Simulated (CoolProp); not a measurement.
Saturation properties of n-undecane.

Values from CoolProp's reference Helmholtz-energy equation of state, Aleksandrov 2011. It is a short technical equation, of lower accuracy than the large ones.

```csv
T (K),p (MPa),vapour density (kg/m³),enthalpy of vaporisation (kJ/kg),liquid cp (kJ/(kg K)),surface tension (mN/m)
463.1,0.08763,3.794,268.7,2.858,10.1
474.5,0.1159,4.969,261.5,2.906,9.26
485.9,0.1509,6.422,254.1,2.956,8.42
497.3,0.1937,8.206,246.4,3.006,7.60
508.7,0.2454,10.38,238.3,3.058,6.81
520.1,0.3071,13.03,229.7,3.111,6.03
531.5,0.3802,16.24,220.7,3.167,5.28
542.8,0.4653,20.10,211.1,3.227,4.56
554.2,0.5654,24.84,200.6,3.292,3.86
```

It boils at 468.9 K under 1 atm.

Surface tension comes from a separate correlation (Mulero 2014).
